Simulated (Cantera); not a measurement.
Feed: 1 mol V2O5, 15 mol H2, 0.89 mol N2, equilibrated at 1050 K and 1.70 bar.

These are equilibrium values from Cantera (NASA tables, ideal gas, pure condensed phases), not measurements of a reactor. Candidate condensed phases: H2O, V, VN, VO, V2O3, V2O4, V2O5; 28 gas species. Condensed phases not in the tables: the oxides between V2O3 and V2O5 other than VO2. The numbers say what is thermodynamically allowed, not how fast it happens.

Base state: H2 0.818, H2O 0.126, N2 0.0560, NH3 0.000126 (mole fractions); condensed: V2O3(s).

Question: What changes in the equilibrium state with this change: temperature from 1050 K to 2173.15 K?

Answer: 
| species | before | after |
|---|---|---|
| H2 | 0.818 | 0.815 |
| H2O | 0.126 | 0.125 |
| N2 | 0.0560 | 0.0559 |
| H | 5.63e-9 | 0.00334 |
| VO2 | <1e-9 | 0.000159 |
| OH | <1e-9 | 6.90e-5 |
| NH3 | 0.000126 | 4.56e-6 |
| V2O3(s), mol | 1.00 | 0.999 |
